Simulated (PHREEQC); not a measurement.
Leach liquor

Solution (25 °C): 0.013 mol HCl, 0.0031 mol Al2(SO4)3 and 7.5e-05 mol Fe2(SO4)3 per kg of water. Closed to the air; pH follows from the charge balance.

Computed with PHREEQC (ion-association model, phreeqc.dat).

| Quantity | Result |
|---|---|
| pH | 2.01 |
| ionic strength | 0.0311 mol/kgw |
| total alkalinity | -13.3 meq/kg |

| species | molality | activity | log γ |
|---|---|---|---|
| Cl- | 0.0130 | 0.0110 | -0.074 |
| H+ | 0.0111 | 0.00970 | -0.059 |
| AlSO4+ | 0.00388 | 0.00330 | -0.071 |
| SO4-2 | 0.00322 | 0.00169 | -0.280 |
| Al+3 | 0.00210 | 0.000617 | -0.532 |
| HSO4- | 0.00188 | 0.00159 | -0.072 |

This is a speciation only: nothing precipitates in the calculation. The solution is supersaturated, for example in Hematite (slow to form), Goethite (slow to form), so a real one may precipitate; this is no full list.
